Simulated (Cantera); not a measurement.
A jet of 4.67 % CH4, 16.9 % O2, 78.5 % N2 at 300 K and 0.0819 atm hits a platinum plate 9.9 cm away at a mass flux of 0.033 kg/m²/s; the plate temperature is set and raised in steps from an oxygen-covered start.

Cantera simulation using Deutschmann's 1995 Pt surface mechanism with GRI-Mech 3.0 gas chemistry; the numbers are that mechanism's predictions, not measurements. Catalytic surfaces can have several steady states; this one follows from the mechanism file's or the stated starting coverage.

x: mole fraction at the wall; θ: surface coverage.

```csv
plate T (K),wall x CH4,wall x O2,wall x H2O,wall x OH,wall x CO,wall x CO2,θ free Pt,θ O*,θ OH*
850,0.0341,0.142,0.0236,1.13e-8,9.05e-6,0.0155,0.135,0.864,0.00126
900,0.0248,0.122,0.0410,4.22e-8,9.46e-6,0.0270,0.200,0.798,0.00155
950,(withheld),(withheld),(withheld),(withheld),9.09e-6,(withheld),(withheld),(withheld),0.00163
1000,0.0119,0.0946,0.0647,3.52e-7,8.63e-6,0.0427,0.346,0.653,0.00157
1050,0.00864,0.0878,0.0705,8.37e-7,8.40e-6,0.0467,0.418,0.581,0.00144
1100,(withheld),0.0836,0.0741,(withheld),8.46e-6,0.0491,(withheld),(withheld),(withheld)
1150,0.00520,0.0809,0.0763,3.59e-6,8.82e-6,0.0506,0.553,0.446,0.00113
```

Question: What belongs in the gaps?

Answer: 
- 950, wall x CH4: 0.0170
- 950, wall x O2: 0.105
- 950, wall x H2O: 0.0553
- 950, wall x OH: 1.32e-7
- 950, wall x CO2: 0.0365
- 950, θ free Pt: 0.272
- 950, θ O*: 0.726
- 1100, wall x CH4: 0.00657
- 1100, wall x OH: 1.80e-6
- 1100, θ free Pt: 0.487
- 1100, θ O*: 0.512
- 1100, θ OH*: 0.00128
